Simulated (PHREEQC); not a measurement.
Consider water at 10 °C with 0.082 mol CaCl2 and 0.00084 mol Na2HPO4 per kg of water. Closed to the air; pH follows from the charge balance.

The numbers come from PHREEQC with the ion-association model, phreeqc.dat.

No solid was allowed to form.

### Question
Order these P species by the share of P that they hold, largest first: H2PO4-, CaH2PO4+, CaPO4-, HPO4-2, CaHPO4.

### Answer
CaHPO4 (65 %), HPO4-2 (23 %), CaPO4- (6.1 %), H2PO4- (4.2 %), CaH2PO4+ (2.0 %)

The pH is 7.58 and the ionic strength 0.246 mol/kgw. Saturation is exceeded, for instance for Hydroxyapatite; the values hold only as long as no solid forms. At this temperature some constants are extrapolated from 25 °C, and those without enthalpy data are left unchanged.
